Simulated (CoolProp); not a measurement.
Propyne at 298.15 K and 15.2 MPa is throttled through a valve to 7.5 MPa with no heat exchange. Each further row changes one setting.

The numbers come from the reference Helmholtz-energy equation of state, Polt 1992 in CoolProp. This equation is an older, rougher fit; its heat capacities, sound speeds and derivatives of the liquid may be far off and weren't checked against measurements.

```
case                      temperature change (K)  final density (kg/m³)
------------------------  ----------------------  ---------------------
as stated                                      ?                      ?
outlet pressure 2.25 MPa                       ?                      ?
outlet pressure 9.75 MPa                       ?                      ?
```

Some entries are withheld; supply them.


- as stated, temperature change (K): +1.7
- as stated, final density (kg/m³): 619
- outlet pressure 2.25 MPa, temperature change (K): +2.6
- outlet pressure 2.25 MPa, final density (kg/m³): 610
- outlet pressure 9.75 MPa, temperature change (K): +1.3
- outlet pressure 9.75 MPa, final density (kg/m³): 623
